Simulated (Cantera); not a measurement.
An adiabatic, constant-volume homogeneous reactor starts with CO : H₂ : O₂ : N₂ : H₂O = 1 : 0.65 : 2.06 : 7.75 : 1.3 (molar parts), at 1798 K and 4.93 atm. Integrator tolerance rtol = 1e-08.

Detailed kinetics in Cantera: GRI-Mech 3.0 (53 species, 325 reactions). The hydrogen kinetics of GRI-Mech 3.0 are dated; newer H2 mechanisms differ, most at raised pressure.

**Question.** What does this change do: constant pressure in place of constant volume?

**Answer.** 
| quantity | before | after |
|---|---|---|
| time of steepest temperature rise | 2.45 µs | 2.44 µs |
| temperature at 0.100 s | 2657 K | 2550 K |
| equilibrium temperature | 2657 K | 2550 K |
| x(CO) at 0.100 s | 0.00757 (gas-phase equilibrium 0.00757) | 0.00542 (gas-phase equilibrium 0.00542) |
| x(H₂) at 0.100 s | 0.00231 (gas-phase equilibrium 0.00231) | 0.00170 (gas-phase equilibrium 0.00170) |
| x(O₂) at 0.100 s | 0.0932 (gas-phase equilibrium 0.0932) | 0.0946 (gas-phase equilibrium 0.0946) |
| x(HO₂) at 0.100 s | 2.29e-5 (gas-phase equilibrium 2.29e-5) | 1.66e-5 (gas-phase equilibrium 1.66e-5) |
| x(NO₂) at 0.100 s | 2.39e-5 (gas-phase equilibrium 2.39e-5) | 1.92e-5 (gas-phase equilibrium 1.92e-5) |
| x(H) at 0.100 s | 0.000883 (gas-phase equilibrium 0.000883) | 0.000579 (gas-phase equilibrium 0.000579) |
| x(H₂O) at 0.100 s | 0.152 (gas-phase equilibrium 0.152) | 0.154 (gas-phase equilibrium 0.154) |

**Question.** What does this change do: O2 2.06 to 0.99 parts?

**Answer.** 
```json
[
 {"quantity": "time of steepest temperature rise", "before": "2.45 µs", "after": "3.38 µs"},
 {"quantity": "temperature at 0.100 s", "before": "2657 K", "after": "2687 K"},
 {"quantity": "equilibrium temperature", "before": "2657 K", "after": "2687 K"},
 {"quantity": "x(CO) at 0.100 s", "before": "0.00757 (gas-phase equilibrium 0.00757)", "after": "0.0182 (gas-phase equilibrium 0.0182)"},
 {"quantity": "x(H₂) at 0.100 s", "before": "0.00231 (gas-phase equilibrium 0.00231)", "after": "0.00616 (gas-phase equilibrium 0.00616)"},
 {"quantity": "x(O₂) at 0.100 s", "before": "0.0932 (gas-phase equilibrium 0.0932)", "after": "0.0194 (gas-phase equilibrium 0.0194)"},
 {"quantity": "x(HO₂) at 0.100 s", "before": "2.29e-5 (gas-phase equilibrium 2.29e-5)", "after": "7.86e-6 (gas-phase equilibrium 7.86e-6)"},
 {"quantity": "x(NO₂) at 0.100 s", "before": "2.39e-5 (gas-phase equilibrium 2.39e-5)", "after": "5.36e-6 (gas-phase equilibrium 5.36e-6)"},
 {"quantity": "x(H) at 0.100 s", "before": "0.000883 (gas-phase equilibrium 0.000883)", "after": "0.00161 (gas-phase equilibrium 0.00161)"},
 {"quantity": "x(H₂O) at 0.100 s", "before": "0.152 (gas-phase equilibrium 0.152)", "after": "0.164 (gas-phase equilibrium 0.164)"}
]
```
